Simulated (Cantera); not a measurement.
A closed system holds: 1 mol TiCl₄, 0.12 mol O₂, 3.1 mol H₂, equilibrated at 610 Pa.

Cantera equilibrium calculation (NASA polynomials, part measured and part estimated; ideal gas, pure solids and liquids). Candidate condensed phases: H₂O, Ti, TiCl₂, TiCl₃, TiCl₄, TiO, TiO₂, Ti₂O₃, Ti₃O₅, Ti₄O₇; 23 gas species. The tables' values for TiCl₂ are old estimates; treat these amounts as uncertain. Condensed phases not in the tables: TiOCl. Kinetics and transport are ignored.

x: gas mole fraction; n: condensed amount in mol.

```csv
T (K),x H₂,x HCl,x TiCl₄,x TiCl₃,n Ti₂O₃(s)
1000,0.635,0.170,0.174,0.0212,0.0800
1050,0.623,0.184,0.157,0.0364,0.0800
1100,0.607,…,…,…,0.0800
1150,0.590,0.220,0.114,0.0757,0.0800
1200,0.573,0.239,0.0917,0.0960,0.0800
1250,0.558,0.256,0.0715,0.114,0.0800
1300,0.545,0.271,0.0544,0.130,0.0800
1350,0.535,0.282,0.0407,0.142,0.0800
1400,0.526,0.292,0.0303,0.151,0.0800
1450,0.520,0.299,0.0224,0.157,0.0800
1500,0.514,0.305,…,0.161,0.0800
1550,0.510,0.310,0.0124,0.163,0.0800
```

**Question.** Fill in the missing entries.

**Answer.** 
- 1100, x HCl: 0.201
- 1100, x TiCl₄: 0.137
- 1100, x TiCl₃: 0.0552
- 1500, x TiCl₄: 0.0167
